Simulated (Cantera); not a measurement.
Mixture: H2 : O2 : N2 = 1 : 0.617 : 3.95 (molar parts), at 0.360 bar, adiabatic and at constant volume. Ignition delay is the time to a rise of 400 K.

Cantera simulation using GRI-Mech 3.0 (53 species, 325 reactions); the numbers are that mechanism's predictions, not measurements. Where the delays flatten at high temperature, the 400 K rule measures the pace of heat release, not the induction time.

Problem. What does this change do: pressure from 0.360 bar to 15.0 bar?

Solution. 
```json
[
 {"quantity": "delay at 1300 K", "before": "0.150 ms", "after": "9.25 µs"},
 {"quantity": "delay at 1450 K", "before": "0.128 ms", "after": "1.91 µs"},
 {"quantity": "delay at 1600 K", "before": "0.137 ms", "after": "1.03 µs"},
 {"quantity": "delay at 1750 K", "before": "0.165 ms", "after": "0.695 µs"}
]
```
The hydrogen kinetics of GRI-Mech 3.0 are dated; newer H2 mechanisms differ, most at raised pressure. The pressure lies above the range GRI-Mech 3.0 was tuned for (to about 10 atm).

Problem. What does this change do: pressure from 0.360 bar to 5.00 bar?

Solution. 
```json
[
 {"quantity": "delay at 1300 K", "before": "0.150 ms", "after": "9.38 µs"},
 {"quantity": "delay at 1450 K", "before": "0.128 ms", "after": "4.78 µs"},
 {"quantity": "delay at 1600 K", "before": "0.137 ms", "after": "3.17 µs"},
 {"quantity": "delay at 1750 K", "before": "0.165 ms", "after": "2.49 µs"}
]
```
The hydrogen kinetics of GRI-Mech 3.0 are dated; newer H2 mechanisms differ, most at raised pressure.
